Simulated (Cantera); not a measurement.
Feed: 1 mol c-C4F8, 2.5 mol H2, equilibrated at 133 Pa.

These are equilibrium values from Cantera (NASA tables, ideal gas, pure condensed phases), not measurements of a reactor. Candidate condensed phases: C, C6H6, C7H8, C8H18; 95 gas species. The feed counts by its element totals alone. Gases not in the tables: C2F6 and larger saturated fluorocarbons. Rates play no part.

x: gas mole fraction; n: condensed amount in mol.

```json
[
 {"T (K)": "1750", "x HF": "0.861", "x F": "0.00629", "x CF4": "0.122", "x C3": "1.78e-11", "x CF2": "0.00993", "x H": "7.16e-7", "x CF": "7.05e-6", "x C": "4.82e-11", "x C2": "1.46e-12", "n C(graphite)": "3.23"},
 {"T (K)": "1850", "x HF": "0.845", "x F": "0.0198", "x CF4": "0.108", "x C3": "3.80e-10", "x CF2": "0.0261", "x H": "1.98e-6", "x CF": "4.11e-5", "x C": "6.93e-10", "x C2": "3.15e-11", "n C(graphite)": "3.20"},
 {"T (K)": "1950", "x HF": "0.810", "x F": "0.0527", "x CF4": "0.0791", "x C3": "5.87e-9", "x CF2": "0.0561", "x H": "5.06e-6", "x CF": "0.000190", "x C": "7.56e-9", "x C2": "4.93e-10", "n C(graphite)": "3.15"},
 {"T (K)": "2050", "x HF": "0.755", "x F": "0.114", "x CF4": "0.0384", "x C3": "6.91e-8", "x CF2": "0.0896", "x H": "1.28e-5", "x CF": "0.000674", "x C": "6.53e-8", "x C2": "5.89e-9", "n C(graphite)": "3.14"},
 {"T (K)": "2150", "x HF": "0.703", "x F": "0.191", "x CF4": "0.00943", "x C3": "6.42e-7", "x CF2": "0.0939", "x H": "3.56e-5", "x CF": "0.00176", "x C": "4.61e-7", "x C2": "5.56e-8", "n C(graphite)": "3.24"},
 {"T (K)": "2250", "x HF": "0.671", "x F": "0.255", "x CF4": "0.00129", "x C3": "4.87e-6", "x CF2": "0.0686", "x H": "0.000110", "x CF": "0.00353", "x C": "2.73e-6", "x C2": "4.29e-7", "n C(graphite)": "3.45"},
 {"T (K)": "2350", "x HF": "0.651", "x F": "0.301", "x CF4": "0.000138", "x C3": "3.10e-5", "x CF2": "0.0418", "x H": "0.000348", "x CF": "0.00600", "x C": "1.39e-5", "x C2": "2.78e-6", "n C(graphite)": "3.63"},
 {"T (K)": "2450", "x HF": "0.638", "x F": "0.328", "x CF4": "1.39e-5", "x C3": "0.000168", "x CF2": "0.0234", "x H": "0.00108", "x CF": "0.00916", "x C": "6.19e-5", "x C2": "1.54e-5", "n C(graphite)": "3.74"},
 {"T (K)": "2550", "x HF": "0.627", "x F": "0.343", "x CF4": "1.43e-6", "x C3": "0.000799", "x CF2": "0.0127", "x H": "0.00317", "x CF": "0.0130", "x C": "0.000245", "x C2": "7.43e-5", "n C(graphite)": "3.77"},
 {"T (K)": "2650", "x HF": "0.612", "x F": "0.350", "x CF4": "1.62e-7", "x C3": "0.00336", "x CF2": "0.00689", "x H": "0.00871", "x CF": "0.0176", "x C": "0.000872", "x C2": "0.000318", "n C(graphite)": "3.71"},
 {"T (K)": "2750", "x HF": "0.581", "x F": "0.353", "x CF4": "2.07e-8", "x C3": "0.0127", "x CF2": "0.00384", "x H": "0.0218", "x CF": "0.0231", "x C": "0.00283", "x C2": "0.00122", "n C(graphite)": "[?]"},
 {"T (K)": "2850", "x HF": "0.512", "x F": "0.352", "x CF4": "2.89e-9", "x C3": "0.0433", "x CF2": "0.00217", "x H": "0.0480", "x CF": "0.0293", "x C": "0.00846", "x C2": "0.00427", "n C(graphite)": "[?]"},
 {"T (K)": "2950", "x HF": "0.396", "x F": "0.347", "x CF4": "4.01e-10", "x C3": "0.101", "x CF2": "0.00112", "x H": "0.0882", "x CF": "0.0326", "x C": "0.0212", "x C2": "0.0112", "n C(graphite)": "[?]"}
]
```

Task: Some entries are withheld; supply them.

Result: 
- 2750, n C(graphite): 3.41
- 2850, n C(graphite): 2.38
- 2950, n C(graphite): 0
